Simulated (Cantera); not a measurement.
Input: 1 mol Pb, 0.077 mol CO, 0.67 mol N2, held at 1550 K.

Method: chemical equilibrium by Gibbs-energy minimisation in Cantera with the NASA 1993 tables (ideal gas, pure condensed phases). Candidate condensed phases: C, Pb, PbO, PbO2, Pb3O4; 27 gas species. Rates play no part.

x: gas mole fraction; n: condensed amount in mol.

| P (Pa) | x N2 | x Pb | x CO | x Pb2 | x CO2 | x C2N2 | x PbO | n Pb(l) | n C(graphite) |
|---|---|---|---|---|---|---|---|---|---|
| 10 | 0.384 | 0.572 | 0.0441 | 4.77e-7 | 1.21e-9 | … | 2.32e-11 | 0 | 0 |
| 42 | 0.384 | 0.572 | 0.0441 | 2.00e-6 | 1.83e-9 | … | 3.50e-11 | 0 | 0 |
| 180 | 0.384 | 0.572 | 0.0441 | 8.58e-6 | 3.21e-9 | … | 6.14e-11 | 0 | 0 |
| 750 | 0.384 | 0.572 | 0.0441 | 3.58e-5 | 6.83e-9 | … | 1.31e-10 | 0 | 0 |
| 3200 | 0.384 | 0.572 | 0.0441 | 0.000152 | 2.69e-8 | … | 5.15e-10 | 0 | 0 |
| 13000 | 0.627 | 0.301 | 0.0720 | 0.000172 | 2.92e-7 | … | 1.80e-9 | 0.678 | 0 |
| 56000 | 0.834 | 0.0699 | 0.0959 | 3.98e-5 | 2.23e-6 | 6.49e-9 | 2.39e-9 | 0.944 | 0 |
| 240000 | 0.882 | 0.0163 | 0.101 | 9.30e-6 | 1.07e-5 | 6.86e-9 | 2.53e-9 | 0.988 | 8.11e-6 |
| 1000000 | 0.893 | 0.00392 | 0.103 | 2.23e-6 | 4.56e-5 | 6.95e-9 | 2.56e-9 | 0.997 | 3.42e-5 |

**Question.** What belongs in the gaps?

**Answer.** 
- 10, x C2N2: 1.43e-11
- 42, x C2N2: 1.11e-10
- 180, x C2N2: 6.64e-10
- 750, x C2N2: 2.55e-9
- 3200, x C2N2: 2.98e-9
- 13000, x C2N2: 4.87e-9
